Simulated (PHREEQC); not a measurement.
Dissolve 0.011 mol/kgw HF, 0.00058 mol/kgw NaF and 9.3e-05 mol/kgw HCl at 35 °C. Closed to the air; pH follows from the charge balance.

Computed with PHREEQC (ion-association model, phreeqc.dat).

No solid was allowed to form.

Q: Order these F species by the share of F that they hold, largest first: HF, F-, HF2-.

A: HF (76 %), F- (22 %), HF2- (1.6 %)

The pH is 2.69 and the ionic strength 0.00274 mol/kgw.
